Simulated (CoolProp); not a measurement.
Vapour-liquid equilibrium of isobutane (1) + n-butane (2) at -24.75 °C; x and y are mole fractions of (1).

Computed with CoolProp (multi-fluid Helmholtz-energy mixture model, Bücker 2006 and Bücker 2006; pair parameters Kunz 2012).

| x | bubble pressure (kPa) | y at the bubble point | dew pressure at overall composition x (kPa) | liquid density (mol/L) |
|---|---|---|---|---|
| 0.05 | 37.50 | 0.079 | 37.07 | 10.76 |
| 0.125 | 39.24 | 0.188 | 38.22 | 10.74 |
| 0.2 | 40.96 | 0.288 | 39.43 | 10.72 |
| 0.275 | 42.67 | 0.379 | 40.73 | 10.69 |
| 0.35 | 44.37 | 0.464 | 42.10 | 10.67 |
| 0.425 | 46.07 | 0.543 | 43.57 | 10.64 |
| 0.5 | 47.76 | 0.616 | 45.13 | 10.62 |
| 0.575 | 49.46 | 0.684 | 46.81 | 10.59 |
| 0.65 | 51.15 | 0.748 | 48.60 | 10.57 |
| 0.725 | 52.84 | 0.808 | 50.53 | 10.54 |
| 0.8 | 54.54 | 0.865 | 52.61 | 10.52 |
| 0.875 | 56.24 | 0.918 | 54.87 | 10.50 |
| 0.95 | 57.94 | 0.968 | 57.32 | 10.48 |

No azeotrope shows between x = 0.05 and 0.95.

Pair parameters are fitted to limited data, so mixtures are less certain than the pure fluids.
